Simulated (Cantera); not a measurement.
An isothermal, constant-pressure homogeneous reactor starts with CH4 : CO2 : H2 = 1 : 1.6 : 0.61 (molar parts), at 1575 K and 43000 Pa.

Computed with Cantera and GRI-Mech 3.0 (53 species, 325 reactions).

Question: Predict: x(CH4) at 40.0 s; x(CO2) at 40.0 s; x(H2) at 40.0 s; x(CH2) at 40.0 s; x(C2H2) at 40.0 s.

Answer: 
```
Quantity                                              Value
-----------------  ----------------------------------------
x(CH4) at 40.0 s    0.00466 (gas-phase equilibrium 1.38e-7)
x(CO2) at 40.0 s      0.0362 (gas-phase equilibrium 0.0320)
x(H2) at 40.0 s         0.404 (gas-phase equilibrium 0.418)
x(CH2) at 40.0 s     1.03e-9 (gas-phase equilibrium <1e-12)
x(C2H2) at 40.0 s  0.00332 (gas-phase equilibrium 9.22e-12)
```
